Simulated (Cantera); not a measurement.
An adiabatic, constant-volume homogeneous reactor starts with 11.5 % H2, 18.6 % O2, 69.9 % N2, equivalence ratio 0.31, at 1723 K and 4.05 atm.

Cantera simulation using the H2/O2 subset of GRI-Mech 3.0, which has no nitrogen chemistry; the numbers are that mechanism's predictions, not measurements. The hydrogen kinetics of GRI-Mech 3.0 are dated; newer H2 mechanisms differ, most at raised pressure.

**Question.** Predict: time of steepest temperature rise; temperature at 3.00 s; equilibrium temperature; x(H2) at 3.00 s; x(O2) at 3.00 s; x(H2O) at 3.00 s; x(OH) at 3.00 s; x(O) at 3.00 s; x(H2O2) at 3.00 s; x(H) at 3.00 s.

**Answer.** 
| Property | Value |
|---|---|
| time of steepest temperature rise | 2.20 µs |
| temperature at 3.00 s | 2603 K |
| equilibrium temperature | 2603 K |
| x(H2) at 3.00 s | 0.00126 (gas-phase equilibrium 0.00126) |
| x(O2) at 3.00 s | 0.131 (gas-phase equilibrium 0.131) |
| x(H2O) at 3.00 s | 0.114 (gas-phase equilibrium 0.114) |
| x(OH) at 3.00 s | 0.0120 (gas-phase equilibrium 0.0120) |
| x(O) at 3.00 s | 0.00355 (gas-phase equilibrium 0.00355) |
| x(H2O2) at 3.00 s | 8.73e-7 (gas-phase equilibrium 8.73e-7) |
| x(H) at 3.00 s | 0.000573 (gas-phase equilibrium 0.000573) |
